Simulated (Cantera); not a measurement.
A freely propagating, adiabatic, planar premixed flame of CH₄ : O₂ : N₂ = 1 : 1.82 : 6.91 (molar parts), equivalence ratio 1.1, unburnt at 375 K and 0.140 bar; mixture-averaged transport, grid criteria slope 0.08 and curve 0.16, no radiation.

Model: GRI-Mech 3.0 (53 species, 325 reactions), integrated in Cantera. Burning velocities carry a grid error of a few per cent, more on coarse grids.

Problem. What does this change do: O2 1.82 to 1.4 parts?

Solution. 
| quantity | before | after |
|---|---|---|
| laminar burning velocity | 83.4 cm/s | 20.2 cm/s |
| thermal thickness | 2.14 mm | 6.12 mm |
| peak x(H) | 0.0156 | 0.00365 |
| peak x(HO₂) | 0.000120 | 3.71e-5 |
| peak x(C₂H₆) | 0.00118 | 0.00140 |
| peak x(HCO) | 8.28e-5 | 1.05e-5 |

Problem. What does this change do: inlet temperature 375 to 450 K?

Solution. 
```
quantity                     before     after
------------------------  ---------  --------
laminar burning velocity  83.4 cm/s  111 cm/s
thermal thickness           2.14 mm   2.04 mm
peak x(H)                    0.0156    0.0163
peak x(HO₂)                0.000120  0.000130
peak x(C₂H₆)                0.00118   0.00123
peak x(HCO)                 8.28e-5   9.13e-5
```
